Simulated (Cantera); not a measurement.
Charge: 1 mol Ta₂O₅, 6.1 mol H₂, at 130 Pa.

Cantera equilibrium calculation (NASA polynomials, part measured and part estimated; ideal gas, pure solids and liquids). Candidate condensed phases: H₂O, Ta, Ta₂O₅; 12 gas species. Equilibrium is a limit: real reactors are often held back by kinetics, nucleation or transport. All values below are at 1223 K.

Base state: H₂ 1.000 (mole fractions); condensed: Ta₂O₅(s).

Q: What changes in the equilibrium state with this change: Ta₂O₅ replaced by NiS?

A: 
| species | before | after |
|---|---|---|
| H₂ | 1.000 | 0.950 |
| H₂S | 0 | 0.0445 |
| S₂ | 0 | 0.00478 |
| SH | 0 | 0.000283 |
| Ta₂O₅(s), mol | 1.000 | 0 |
| Ni₃S₂(l), mol | 0 | 0.333 |
Gases not in the tables: S₃ to S₇. Further candidate phases: Ni, NiS, NiS₂, Ni₃S₂, Ni₃S₄, S.
